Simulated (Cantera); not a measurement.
Mixture: 7.19 % C3H8, 18.9 % O2, 71.2 % N2, 2.73 % CO2, equivalence ratio 1.9, at 0.710 bar, adiabatic and at constant pressure. Ignition delay is the time to a rise of 400 K.

Model: GRI-Mech 3.0 (53 species, 325 reactions), integrated in Cantera. GRI-Mech 3.0 was tuned for natural gas; its chemistry of propane as a main component is partial and can be far from experiment.

Predict: delay at 1250 K; delay at 1350 K; delay at 1450 K; delay at 1550 K; apparent activation energy between 1500 and 1600 K.


```json
{
 "delay at 1250 K": "2.99 ms",
 "delay at 1350 K": "0.604 ms",
 "delay at 1450 K": "0.180 ms",
 "delay at 1550 K": "73.9 µs",
 "apparent activation energy between 1500 and 1600 K": "150 kJ/mol"
}
```
